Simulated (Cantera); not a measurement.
A freely propagating, adiabatic, planar premixed flame of CH₃OH : O₂ : N₂ = 1 : 1.36 : 5.13 (molar parts), equivalence ratio 1.1, unburnt at 323 K and 1.01 bar; mixture-averaged transport, grid criteria slope 0.08 and curve 0.16, no radiation.

Detailed kinetics in Cantera: GRI-Mech 3.0 (53 species, 325 reactions). GRI-Mech 3.0 was tuned for natural gas; its chemistry of methanol as a main component is partial and can be far from experiment. Burning velocities carry a grid error of a few per cent, more on coarse grids.

x: mole fraction of selected species; z is measured from the peak of heat release.

| z (mm) | T (K) | u (m/s) | x CH₃OH | x O₂ | x H₂O₂ | x CH₄ | x HCN | x NO |
|---|---|---|---|---|---|---|---|---|
| -0.899 | 323 | 0.543 | 0.133 | 0.181 | … | <1e-8 | <1e-8 | <1e-8 |
| -0.599 | 325 | 0.548 | 0.133 | 0.181 | … | 2.20e-7 | <1e-8 | <1e-8 |
| -0.449 | 331 | 0.560 | 0.132 | 0.180 | … | 1.00e-6 | <1e-8 | <1e-8 |
| -0.300 | 386 | 0.662 | 0.129 | 0.174 | … | 7.69e-6 | <1e-8 | <1e-8 |
| -0.150 | 774 | 1.38 | 0.0982 | 0.141 | … | 5.60e-5 | 3.87e-8 | 1.37e-7 |
| -0.0749 | 1183 | 2.17 | 0.0556 | 0.104 | … | 0.000112 | 9.60e-8 | 6.03e-7 |
| 0 | 1613 | 3.06 | 0.00811 | 0.0618 | … | 0.000157 | 1.94e-7 | 1.59e-6 |
| 0.0749 | 1763 | 3.35 | 7.06e-5 | 0.0368 | … | 4.96e-5 | 2.16e-7 | 2.68e-6 |
| 0.150 | 1815 | 3.43 | 1.66e-7 | 0.0242 | … | 4.74e-6 | 1.19e-7 | 3.82e-6 |
| 0.300 | 1884 | 3.54 | <1e-8 | 0.0159 | … | 2.75e-8 | 2.75e-8 | 5.93e-6 |
| 0.599 | 1964 | 3.66 | <1e-8 | 0.0118 | … | <1e-8 | <1e-8 | 9.24e-6 |
| 1.20 | 2046 | 3.79 | <1e-8 | 0.00865 | … | <1e-8 | <1e-8 | 1.39e-5 |
| 2.40 | 2118 | 3.91 | <1e-8 | 0.00577 | … | <1e-8 | <1e-8 | 2.03e-5 |

Q: What belongs in the gaps?

A: 
- -0.899, x H₂O₂: 1.08e-7
- -0.599, x H₂O₂: 2.95e-6
- -0.449, x H₂O₂: 1.44e-5
- -0.300, x H₂O₂: 0.000123
- -0.150, x H₂O₂: 0.000919
- -0.0749, x H₂O₂: 0.00150
- 0, x H₂O₂: 0.000208
- 0.0749, x H₂O₂: 7.94e-7
- 0.150, x H₂O₂: 5.37e-7
- 0.300, x H₂O₂: 4.31e-7
- 0.599, x H₂O₂: 2.97e-7
- 1.20, x H₂O₂: 1.97e-7
- 2.40, x H₂O₂: 1.29e-7
